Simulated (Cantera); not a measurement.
A closed system holds: 1 mol SiC, 0.42 mol CO2, 7.1 mol N2, 0.45 mol N2O, held at 1.33 mbar.

Method: chemical equilibrium by Gibbs-energy minimisation in Cantera with the NASA 1993 tables (ideal gas, pure condensed phases). Candidate condensed phases: C, Si, SiC, SiO2, Si2N2O, Si3N4; 34 gas species. Equilibrium is a limit: real reactors are often held back by kinetics, nucleation or transport. All values below are at 1075 °C.

Base state: N2 0.899, CO 0.101, SiO 1.95e-5 (mole fractions); condensed: C(graphite) + Si2N2O(s).

What changes in the equilibrium state with this change: pressure from 1.33 mbar to 0.210 Pa?


```json
[
 {"species": "N2", "before": "0.899", "after": "0.854"},
 {"species": "CO", "before": "0.101", "after": "0.0967"},
 {"species": "SiO", "before": "1.95e-5", "after": "0.0492"},
 {"species": "C(graphite), mol", "before": "0.630", "after": "0"},
 {"species": "Si2N2O(s), mol", "before": "0.500", "after": "0"},
 {"species": "SiC(s), mol", "before": "0", "after": "0.565"}
]
```
